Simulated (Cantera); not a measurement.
An adiabatic, constant-volume homogeneous reactor starts with 10.4 % CH₄, 18.8 % O₂, 70.8 % N₂, equivalence ratio 1.1, at 1425 K and 13.8 atm.

Cantera simulation using GRI-Mech 3.0 (53 species, 325 reactions); the numbers are that mechanism's predictions, not measurements. The pressure lies above the range GRI-Mech 3.0 was tuned for (to about 10 atm). Above 3000 K some thermodynamic fits are extrapolated.

Q: Predict: time of steepest temperature rise; temperature at 6.00 s; equilibrium temperature; x(O₂) at 6.00 s; x(HCN) at 6.00 s; x(H₂O₂) at 6.00 s; x(O) at 6.00 s.

A: 
```json
{
  "time_of_steepest_temperature_rise": "0.277 ms",
  "temperature at 6.00 s": "3132 K",
  "equilibrium_temperature": "3132 K",
  "x(O₂) at 6.00 s": "0.00852 (gas-phase equilibrium 0.00852)",
  "x(HCN) at 6.00 s": "5.24e-8 (gas-phase equilibrium 5.24e-8)",
  "x(H₂O₂) at 6.00 s": "1.81e-6 (gas-phase equilibrium 1.81e-6)",
  "x(O) at 6.00 s": "0.00285 (gas-phase equilibrium 0.00285)"
}
```
